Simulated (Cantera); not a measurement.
# SF6 + SO2 + H2 (abatement and gas-phase synthesis)

Feed: 1 mol SF6, 0.21 mol SO2, 0.65 mol H2, at 1 atm.

Equilibrium computed with Cantera from the NASA thermochemical tables; the gas is ideal and each condensed phase is pure. Candidate condensed phases: H2O, H2SO4, S; 43 gas species. The tables' values for SOF2, SF3, S2F2 (SSF2), FS2F (FSSF) are old estimates; treat these amounts as uncertain. Equilibrium is a limit: real reactors are often held back by kinetics, nucleation or transport.

| T (°C) | x F | x HF | x SF2 | x S | x SO | x SF | x SO2 | x S2 | x SOF2 | x O |
|---|---|---|---|---|---|---|---|---|---|---|
| 2300 | 0.542 | 0.240 | 0.121 | 0.00306 | 0.0172 | 0.0266 | 0.0234 | 0.00272 | 0.0128 | 0.000233 |
| 2400 | 0.573 | 0.226 | 0.0891 | 0.00753 | 0.0255 | 0.0371 | 0.0203 | 0.00767 | 0.00617 | 0.000359 |
| 2500 | 0.603 | 0.214 | 0.0564 | 0.0146 | 0.0325 | 0.0424 | 0.0163 | 0.0141 | 0.00275 | 0.000562 |
| 2600 | 0.626 | 0.204 | 0.0316 | 0.0236 | 0.0374 | 0.0416 | 0.0129 | 0.0192 | 0.00117 | 0.000895 |
| 2700 | 0.640 | 0.197 | 0.0165 | 0.0340 | 0.0406 | 0.0371 | 0.0102 | 0.0215 | 0.000488 | 0.00143 |
| 2800 | 0.647 | 0.192 | 0.00833 | 0.0452 | 0.0426 | 0.0311 | 0.00820 | 0.0213 | 0.000206 | 0.00229 |
| 2900 | 0.650 | 0.189 | 0.00417 | 0.0568 | 0.0434 | 0.0253 | 0.00659 | 0.0196 | 8.82e-5 | 0.00359 |
| 3000 | 0.651 | 0.186 | 0.00210 | 0.0684 | 0.0432 | 0.0201 | 0.00527 | 0.0171 | 3.86e-5 | 0.00552 |
| 3100 | 0.650 | 0.184 | 0.00107 | 0.0797 | 0.0418 | 0.0158 | 0.00414 | 0.0144 | 1.72e-5 | 0.00822 |
| 3200 | 0.647 | 0.181 | 0.000554 | 0.0905 | 0.0393 | 0.0124 | 0.00315 | 0.0118 | 7.74e-6 | 0.0118 |
x: gas mole fraction; nothing condenses.

From 2300 °C to 3200 °C nothing is condensed.
